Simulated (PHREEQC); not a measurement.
Solution (21 °C): 0.015 mol KOH, 0.0072 mol K2SiO3 and 0.17 mol K3PO4 per kg of water. Closed to the air; pH follows from the charge balance.

The numbers come from PHREEQC with the ion-association model, phreeqc.dat.

```tsv
quantity	before	after
pH	12.39	12.34
ionic strength (mol/kgw)	1.03	1.01
H4SiO4 (mol/kgw)	7.65e-6	8.86e-7
SI of Quartz (SiO2)	-0.96	-1.90
```

Problem. Name the change that produced these shifts.
A) KOH from 0.015 to 0.03 mol/kgw
B) K2SiO3 from 0.0072 to 0.00072 mol/kgw
C) diluted 10-fold with water
D) K3PO4 left out
E) temperature from 21 to 30 °C

Solution. B, K2SiO3 from 0.0072 to 0.00072 mol/kgw

No solid was allowed to form. The ionic strength passes 0.7 mol/kgw, the rough limit of the ion-association models, in every such run.
